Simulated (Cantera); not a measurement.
# Gas-phase reforming

An isothermal, constant-pressure homogeneous reactor starts with CH₄ : CO₂ = 1 : 1 (molar parts), at 1275 K and 100.0 Torr.

Detailed kinetics in Cantera: GRI-Mech 3.0 (53 species, 325 reactions).

```json
[
 {"t (s)": "1.00e-6", "x CH₄": "0.500", "x CO₂": "0.500", "x H₂": "5.17e-11", "x CH₂": "<1e-12", "x H₂O": "<1e-12"},
 {"t (s)": "5.09e-6", "x CH₄": "0.500", "x CO₂": "0.500", "x H₂": "7.20e-10", "x CH₂": "<1e-12", "x H₂O": "3.61e-12"},
 {"t (s)": "2.60e-5", "x CH₄": "0.500", "x CO₂": "0.500", "x H₂": "4.93e-9", "x CH₂": "<1e-12", "x H₂O": "2.86e-11"},
 {"t (s)": "0.000132", "x CH₄": "0.500", "x CO₂": "0.500", "x H₂": "2.65e-8", "x CH₂": "<1e-12", "x H₂O": "1.56e-10"},
 {"t (s)": "0.000674", "x CH₄": "0.500", "x CO₂": "0.500", "x H₂": "1.36e-7", "x CH₂": "<1e-12", "x H₂O": "8.07e-10"},
 {"t (s)": "0.00343", "x CH₄": "0.500", "x CO₂": "0.500", "x H₂": "6.96e-7", "x CH₂": "<1e-12", "x H₂O": "4.13e-9"},
 {"t (s)": "0.0175", "x CH₄": "0.500", "x CO₂": "0.500", "x H₂": "3.66e-6", "x CH₂": "1.72e-12", "x H₂O": "2.18e-8"},
 {"t (s)": "0.0891", "x CH₄": "0.500", "x CO₂": "0.500", "x H₂": "2.09e-5", "x CH₂": "4.31e-12", "x H₂O": "1.27e-7"},
 {"t (s)": "0.454", "x CH₄": "0.500", "x CO₂": "0.500", "x H₂": "0.000126", "x CH₂": "8.81e-12", "x H₂O": "8.67e-7"},
 {"t (s)": "2.31", "x CH₄": "0.498", "x CO₂": "0.500", "x H₂": "0.00106", "x CH₂": "2.07e-11", "x H₂O": "1.34e-5"},
 {"t (s)": "11.8", "x CH₄": "0.490", "x CO₂": "0.497", "x H₂": "0.00857", "x CH₂": "2.20e-11", "x H₂O": "0.000404"},
 {"t (s)": "60.0", "x CH₄": "0.451", "x CO₂": "0.475", "x H₂": "0.0393", "x CH₂": "1.90e-11", "x H₂O": "0.00918"}
]
```
x: mole fraction; the columns are a selection and need not sum to one.

Equilibrium at this temperature and pressure: CH₄ 0.000432, CO₂ 0.000163, H₂ 0.499, CH₂ <1e-12, H₂O 0.000270 (gas phase only).
